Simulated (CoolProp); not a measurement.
A simple Rankine cycle with water: condensing at 319.15 K, boiler at 17.2 MPa, turbine inlet 631.5 K, turbine efficiency 0.6, pump efficiency 0.8, no recuperator. Each further row changes one setting.

Model: reference Helmholtz-energy equation of state, Wagner 2002, in CoolProp.

| case | thermal efficiency (%) | net work (kJ/kg) | heat in (kJ/kg) | turbine exit temperature (K) | volume ratio over the turbine |
|---|---|---|---|---|---|
| as stated | 22.7 | [?] | 2400 | 319.1 | [?] |
| turbine inlet 651.5 K | 23.2 | [?] | 2580 | 319.1 | [?] |
| condensing temperature 311.15 K | [?] | 568 | 2440 | 311.2 | 1840 |
| boiler pressure 12 MPa | 22.8 | [?] | 2680 | 319.1 | 699 |
| turbine efficiency 0.5 | [?] | 451 | 2400 | 319.1 | [?] |

What belongs in the gaps?


- as stated, net work (kJ/kg): 545
- as stated, volume ratio over the turbine: 1240
- turbine inlet 651.5 K, net work (kJ/kg): 597
- turbine inlet 651.5 K, volume ratio over the turbine: 1070
- condensing temperature 311.15 K, thermal efficiency (%): 23.3
- boiler pressure 12 MPa, net work (kJ/kg): 612
- turbine efficiency 0.5, thermal efficiency (%): 18.8
- turbine efficiency 0.5, volume ratio over the turbine: 1310

The expansion ends wet for: as stated; turbine inlet 651.5 K; condensing temperature 311.15 K; boiler pressure 12 MPa; turbine efficiency 0.5.
